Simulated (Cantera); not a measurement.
Charge: 1 mol Si3N4, a varied amount of HCl, at 2075 K and 75.0 Torr.

Cantera equilibrium calculation (NASA polynomials, part measured and part estimated; ideal gas, pure solids and liquids). Candidate condensed phases: NH4Cl, Si, Si3N4; 28 gas species. The tables' values for SiCl3, SiCl, SiN are old estimates; treat these amounts as uncertain. Gases not in the tables: Si2H6 and higher silanes. Kinetics and transport are ignored.

x: gas mole fraction; nothing condenses.

| n(HCl) (mol) | x HCl | x H2 | x SiCl2 | x N2 | x Cl | x SiCl3 |
|---|---|---|---|---|---|---|
| 8.9 | 0.258 | 0.277 | 0.265 | 0.183 | 0.00305 | 0.00732 |
| 11 | 0.371 | 0.236 | 0.220 | 0.154 | 0.00475 | 0.00946 |
| 14 | 0.482 | 0.195 | 0.175 | 0.125 | 0.00679 | 0.0108 |
| 17 | 0.558 | 0.167 | 0.145 | 0.105 | 0.00849 | 0.0112 |
| 22 | 0.642 | 0.135 | 0.112 | 0.0833 | 0.0109 | 0.0111 |
| 27 | 0.697 | 0.115 | 0.0912 | 0.0689 | 0.0128 | 0.0106 |
| 34 | 0.748 | 0.0956 | 0.0718 | 0.0554 | 0.0150 | 0.00979 |
| 42 | 0.786 | 0.0812 | 0.0574 | 0.0453 | 0.0171 | 0.00893 |
| 52 | 0.817 | ___ | ___ | ___ | ___ | 0.00800 |
| 65 | 0.843 | ___ | ___ | ___ | ___ | 0.00702 |
| 81 | 0.863 | 0.0512 | 0.0283 | 0.0239 | 0.0237 | 0.00609 |

**Question.** Complete the blanks.

**Answer.** 
- 65, x H2: 0.0592
- 65, x SiCl2: 0.0360
- 65, x N2: 0.0296
- 65, x Cl: 0.0215
- 52, x H2: 0.0693
- 52, x SiCl2: 0.0457
- 52, x N2: 0.0368
- 52, x Cl: 0.0193
